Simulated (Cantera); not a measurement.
Charge: 1 mol C2H4, 0.3 mol CO2, 0.81 mol N2, 0.82 mol H2O, at 36.0 Pa.

Equilibrium computed with Cantera from the NASA thermochemical tables; the gas is ideal and each condensed phase is pure. Candidate condensed phases: C, C6H6, C7H8, C8H18, H2O; 136 gas species. The numbers say what is thermodynamically allowed, not how fast it happens.

Over these rows the condensed part is C(graphite). Partial pressures as log10 of bar:

```json
[
 {"T (K)": "825", "1000/T (1/K)": "1.2121", "log p CO2": "-6.34", "log p H2": "-3.70", "log p CO": "-4.00", "log p N2": "-4.24"},
 {"T (K)": "850", "1000/T (1/K)": "1.1765", "log p CO2": "-6.66", "log p H2": "-3.70", "log p CO": "-4.00", "log p N2": "-4.24"},
 {"T (K)": "875", "1000/T (1/K)": "1.1429", "log p CO2": "-6.96", "log p H2": "-3.70", "log p CO": "-4.00", "log p N2": "-4.24"},
 {"T (K)": "900", "1000/T (1/K)": "1.1111", "log p CO2": "-7.24", "log p H2": "-3.70", "log p CO": "-4.00", "log p N2": "-4.24"},
 {"T (K)": "925", "1000/T (1/K)": "1.0811", "log p CO2": "-7.51", "log p H2": "-3.70", "log p CO": "-4.00", "log p N2": "-4.24"},
 {"T (K)": "950", "1000/T (1/K)": "1.0526", "log p CO2": "?", "log p H2": "-3.70", "log p CO": "-3.99", "log p N2": "-4.24"}
]
```

Task: Fit log p(CO2) = a + b·(1000/T) to the five rows, give the apparent enthalpy, and predict the row at 950 K.

Result: Means: 1000/T = 1.1447, log p = -6.942. Sxy = 0.095712, Sxx = 0.0107312, so b = 8.92 and a = -6.942 − (8.92)×1.1447 = -17.15.
Apparent enthalpy: −19.145 × (8.92) = -171 kJ/mol. With the condensed phases at unit activity, 2 CO(g) = CO2(g) + C(graphite) links this pressure to the main gases: over the six rows their terms move log p by +0.02 in all, so the slope is close to that reaction's ΔH°. The five rows lie within 0.01 of the line.
Prediction at 950 K: -17.15 + (8.92)×1.0526 = -7.76. The computed value is -7.77, 0.01 from the line.
